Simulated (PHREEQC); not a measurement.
# Alkaline etch or developer: speciation

Solution (25 °C): 0.047 mol/kgw TMAH and 0.00093 mol/kgw K2CO3. Closed to the air; pH follows from the charge balance.

Model: ion-association model, wateq4f.dat, run in PHREEQC.

No solid was allowed to form.

**Question.** Estimate the pH.

**Answer.** pH 12.58.

(CH3)4N+ isn't in the database: it is added as a free cation with an ion size of 4 Å.
